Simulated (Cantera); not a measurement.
Premixed flame

A freely propagating, adiabatic, planar premixed flame of CH4 : CO : O2 : N2 : H2O = 1 : 0.093 : 1.57 : 5.82 : 1.7 (molar parts), unburnt at 700 K and 0.670 bar; mixture-averaged transport, grid criteria slope 0.08 and curve 0.16, no radiation.

Model: GRI-Mech 3.0 (53 species, 325 reactions), integrated in Cantera. Burning velocities carry a grid error of a few per cent, more on coarse grids.

```
z (mm)  T (K)  u (m/s)    x CH4     x CO      x O2      x OH    x NO2     x NO
------  -----  -------  -------  -------  --------  --------  -------  -------
-2.16     701    0.942   0.0978  0.00911     0.154     <1e-8    <1e-8    <1e-8
-1.44     705    0.952   0.0969  0.00917     0.153     <1e-8    <1e-8  1.29e-8
-1.08     721    0.978   0.0952  0.00947     0.151   1.90e-8  1.98e-8  5.75e-8
-0.719    801     1.10   0.0886   0.0116     0.144   5.81e-7  8.10e-8  3.80e-7
-0.360   1156     1.61   0.0610   0.0248     0.112   2.11e-5  6.81e-8  2.75e-6
-0.180   1483     2.09   0.0336   0.0408    0.0759  0.000202  2.07e-8  5.96e-6
0        1781     2.53  0.00901   0.0569    0.0357   0.00131    <1e-8  1.17e-5
0.180    1920     2.73  0.00102   0.0589    0.0126   0.00334    <1e-8  2.03e-5
0.360    1958     2.78  7.61e-5   0.0531   0.00470   0.00444    <1e-8  2.77e-5
0.719    1982     2.80  5.64e-7   0.0461   0.00173   0.00455    <1e-8  3.47e-5
1.44     2006     2.82    <1e-8   0.0437   0.00107   0.00397    <1e-8  3.85e-5
2.88     2032     2.86    <1e-8   0.0436  0.000625   0.00312    <1e-8  4.02e-5
5.76     2055     2.88    <1e-8   0.0438  0.000292   0.00218    <1e-8  4.12e-5
```
x: mole fraction of selected species; z is measured from the peak of heat release.

```
Quantity                      Value
------------------------  ---------
laminar burning velocity  93.8 cm/s
thermal thickness          0.719 mm
peak x(OH)                  0.00464
grid points                     141
```
